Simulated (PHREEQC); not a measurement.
Dissolve 0.0028 mol KOH, 0.00052 mol Na2SiO3 and 0.00061 mol K3PO4 per kg of water at 25 °C. Closed to the air; pH follows from the charge balance.

All values are PHREEQC results (ion-association model, wateq4f.dat), not measurements.

Each row changes one thing in this solution. Precipitation was switched off in this run.

```json
[
 {"case": "as made", "pH": "11.54", "ionic strength (mol/kgw)": "0.00652", "H3SiO4- (mol/kgw)": "0.000496", "H4SiO4 (mol/kgw)": "8.84e-6", "SI of Quartz (SiO2)": "-1.07"},
 {"case": "K3PO4 from 0.00061 to 0.0061 mol/kgw", "pH": "…", "ionic strength (mol/kgw)": "0.0327", "H3SiO4- (mol/kgw)": "0.000484", "H4SiO4 (mol/kgw)": "4.60e-6", "SI of Quartz (SiO2)": "-1.35"},
 {"case": "K3PO4 left out", "pH": "11.49", "ionic strength (mol/kgw)": "0.00385", "H3SiO4- (mol/kgw)": "0.000497", "H4SiO4 (mol/kgw)": "1.02e-5", "SI of Quartz (SiO2)": "-1.01"},
 {"case": "0.00031 mol/kgw HCl added", "pH": "11.51", "ionic strength (mol/kgw)": "…", "H3SiO4- (mol/kgw)": "0.000496", "H4SiO4 (mol/kgw)": "…", "SI of Quartz (SiO2)": "-1.04"},
 {"case": "KOH replaced by KHSO4 at the same molality", "pH": "3.40", "ionic strength (mol/kgw)": "…", "H3SiO4- (mol/kgw)": "2.14e-10", "H4SiO4 (mol/kgw)": "0.000520", "SI of Quartz (SiO2)": "+0.70"},
 {"case": "diluted 10-fold with water", "pH": "10.59", "ionic strength (mol/kgw)": "0.000630", "H3SiO4- (mol/kgw)": "4.43e-5", "H4SiO4 (mol/kgw)": "…", "SI of Quartz (SiO2)": "-1.14"}
]
```

### Question
Fill in the missing entries.

### Answer

- K3PO4 from 0.00061 to 0.0061 mol/kgw, pH: 11.78
- 0.00031 mol/kgw HCl added, ionic strength (mol/kgw): 0.00651
- 0.00031 mol/kgw HCl added, H4SiO4 (mol/kgw): 9.61e-6
- KOH replaced by KHSO4 at the same molality, ionic strength (mol/kgw): 0.00869
- diluted 10-fold with water, H4SiO4 (mol/kgw): 7.54e-6

Complexes and solids missing from the database can't appear. Some of these states are supersaturated (in Quartz (slow to form), Chalcedony (slow to form), for instance). H3PO4, which wateq4f.dat lacks, is added to it with the constant of phreeqc.dat.
